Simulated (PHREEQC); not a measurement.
## Polishing slurry liquid: an equilibrium model

Make-up at 20 °C: 0.0016 mol/kgw TMAH and 0.00031 mol/kgw H4SiO4. Closed to the air; pH follows from the charge balance.

Computed with PHREEQC (ion-association model, wateq4f.dat).

This is a speciation only: nothing precipitates in the calculation.

Task: Estimate the pH.

Result: pH 11.26.

Task: In which forms is Si present?

Result: H3SiO4- 95 %, H4SiO4 4.0 %, H2SiO4-2 1.0 % of the Si.

Species that the database lacks are ignored. (CH3)4N+ isn't in the database: it is added as a free cation with an ion size of 4 Å.
